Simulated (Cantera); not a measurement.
## Equilibrium for chlorosilane synthesis and conversion: Si + Cl2 + H2

Input: 1 mol Si, a varied amount of Cl2, 7.2 mol H2, held at 1523.15 K and 13300 Pa.

Method: chemical equilibrium by Gibbs-energy minimisation in Cantera with the NASA 1993 tables (ideal gas, pure condensed phases). Candidate condensed phases: Si; 19 gas species. The tables' values for SiCl3 are old estimates; treat these amounts as uncertain. The numbers say what is thermodynamically allowed, not how fast it happens.

```csv
n(Cl2) (mol),x H2,x HCl,x SiCl2,x SiCl3,x SiCl4,n Si(s)
0.5,0.897,0.0784,0.0224,0.00146,0.000283,0.811
0.89,0.839,0.108,0.0458,0.00426,0.00118,0.578
1.3,0.789,0.129,0.0693,0.00793,0.00271,0.309
1.7,0.746,0.144,0.0905,0.0118,0.00461,0.0353
2.1,0.686,0.204,0.0813,0.0157,0.00909,0
2.4,0.642,0.252,0.0721,0.0178,0.0131,0
2.8,0.586,0.311,0.0611,0.0195,0.0186,0
```
x: gas mole fraction; n: condensed amount in mol.

From 0.5 mol Cl2 to 1.7 mol Cl2 the condensed part is Si(s). From 2.1 mol Cl2 to 2.8 mol Cl2 nothing is condensed. The main Si-bearing gas is SiCl2 throughout.
